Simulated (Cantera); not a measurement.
An adiabatic, constant-volume homogeneous reactor starts with CO : H₂ : O₂ : N₂ = 1 : 0.98 : 0.707 : 2.66 (molar parts), equivalence ratio 1.4, at 1600 K and 37000 Pa. Integrator tolerance rtol = 1e-08.

Model: GRI-Mech 3.0 (53 species, 325 reactions), integrated in Cantera.

### Question
What does this change do: pressure from 37000 Pa to 120000 Pa?

### Answer
| quantity | before | after |
|---|---|---|
| time of steepest temperature rise | 31.2 µs | 9.95 µs |
| temperature at 0.100 s | 2878 K | 3001 K |
| equilibrium temperature | 2878 K | 3001 K |
| x(CO) at 0.100 s | 0.135 (gas-phase equilibrium 0.135) | 0.133 (gas-phase equilibrium 0.133) |
| x(H₂) at 0.100 s | 0.0376 (gas-phase equilibrium 0.0376) | 0.0358 (gas-phase equilibrium 0.0358) |
| x(O₂) at 0.100 s | 0.0176 (gas-phase equilibrium 0.0176) | 0.0151 (gas-phase equilibrium 0.0151) |
| x(HO₂) at 0.100 s | 5.35e-6 (gas-phase equilibrium 5.35e-6) | 8.36e-6 (gas-phase equilibrium 8.36e-6) |
| x(NO₂) at 0.100 s | 1.40e-6 (gas-phase equilibrium 1.40e-6) | 2.37e-6 (gas-phase equilibrium 2.37e-6) |
Above 3000 K some thermodynamic fits are extrapolated.

### Question
What does this change do: initial temperature 1600 to 1048 K?

### Answer
```tsv
quantity	before	after
time of steepest temperature rise	31.2 µs	0.348 ms
temperature at 0.100 s	2878 K	2792 K
equilibrium temperature	2878 K	2792 K
x(CO) at 0.100 s	0.135 (gas-phase equilibrium 0.135)	0.123 (gas-phase equilibrium 0.123)
x(H₂) at 0.100 s	0.0376 (gas-phase equilibrium 0.0376)	0.0323 (gas-phase equilibrium 0.0323)
x(O₂) at 0.100 s	0.0176 (gas-phase equilibrium 0.0176)	0.0114 (gas-phase equilibrium 0.0114)
x(HO₂) at 0.100 s	5.35e-6 (gas-phase equilibrium 5.35e-6)	3.81e-6 (gas-phase equilibrium 3.81e-6)
x(NO₂) at 0.100 s	1.40e-6 (gas-phase equilibrium 1.40e-6)	1.05e-6 (gas-phase equilibrium 1.05e-6)
```
